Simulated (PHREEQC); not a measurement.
# Nickel, zinc or cadmium bath: an equilibrium model

Dissolve 49 mmol/kgw ZnCl2 and 1.6 mmol/kgw NaCl at 25 °C. Closed to the air; pH follows from the charge balance.

Model: ion-association model, phreeqc.dat, run in PHREEQC.

| Quantity | Result |
|---|---|
| pH | 5.17 |
| ionic strength | 0.140 mol/kgw |
| density | 1.003 g/cm³ |

```json
[
 {"species": "Cl-", "molality": "0.0953", "activity": "0.0707", "log γ": "-0.130"},
 {"species": "Zn+2", "molality": "0.0449", "activity": "0.0151", "log γ": "-0.473"},
 {"species": "ZnCl+", "molality": "0.00386", "activity": "0.00287", "log γ": "-0.128"},
 {"species": "Na+", "molality": "0.00160", "activity": "0.00123", "log γ": "-0.116"},
 {"species": "ZnCl2", "molality": "0.000206", "activity": "0.000213", "log γ": "0.014"},
 {"species": "ZnCl3-", "molality": "2.26e-5", "activity": "1.69e-5", "log γ": "-0.128"},
 {"species": "H+", "molality": "8.30e-6", "activity": "6.73e-6", "log γ": "-0.091"},
 {"species": "ZnOHCl", "molality": "5.07e-6", "activity": "5.24e-6", "log γ": "0.014"}
]
```

Precipitation was switched off in this run.
